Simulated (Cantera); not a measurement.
An adiabatic, constant-volume homogeneous reactor starts with CO : H2 : CH4 : O2 : N2 : H2O = 1 : 0.074 : 0.055 : 0.647 : 2.43 : 0.49 (molar parts), equivalence ratio 1.0, at 1800 K and 101000 Pa.

Detailed kinetics in Cantera: GRI-Mech 3.0 (53 species, 325 reactions).

Predict: time of steepest temperature rise; temperature at 1.00 s; equilibrium temperature; x(CO) at 1.00 s; x(H2) at 1.00 s; x(NO) at 1.00 s.


* **time of steepest temperature rise**: 22.1 µs
* **temperature at 1.00 s**: 2834 K
* **equilibrium temperature**: 2834 K
* **x(CO) at 1.00 s**: 0.0981 (gas-phase equilibrium 0.0981)
* **x(H2) at 1.00 s**: 0.0124 (gas-phase equilibrium 0.0124)
* **x(NO) at 1.00 s**: 0.0138 (gas-phase equilibrium 0.0138)
